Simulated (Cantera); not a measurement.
An isothermal plug-flow reactor at 750 K and 1.01 bar (inlet), inlet velocity 0.12 m/s, active area per volume 460 1/m; feed CH4 : O2 : N2 = 0.039 : 0.012 : 0.79 (molar parts).

Model: Deutschmann's 1995 Pt surface mechanism with GRI-Mech 3.0 gas chemistry, integrated in Cantera. Catalytic surfaces can have several steady states; this one follows from the mechanism file's or the stated starting coverage. Mass transfer to the wall is taken as infinitely fast.

### Question
Predict: x(CH4) at z = 0.0089 m; x(O2) at z = 0.0089 m; x(H2O) at z = 0.0089 m; x(CO2) at z = 0.0089 m; x(CO) at z = 0.0089 m; θ(free Pt) at the exit; θ(CO*) at the exit; θ(C*) at the exit.

### Answer
x(CH4) at z = 0.0089 m: 0.0404
x(O2) at z = 0.0089 m: 0.00545
x(H2O) at z = 0.0089 m: 0.0116
x(CO2) at z = 0.0089 m: 6.53e-5
x(CO) at z = 0.0089 m: 0.00580
θ(free Pt) at the exit: 0.0243
θ(CO*) at the exit: 0.0374
θ(C*) at the exit: 0.938
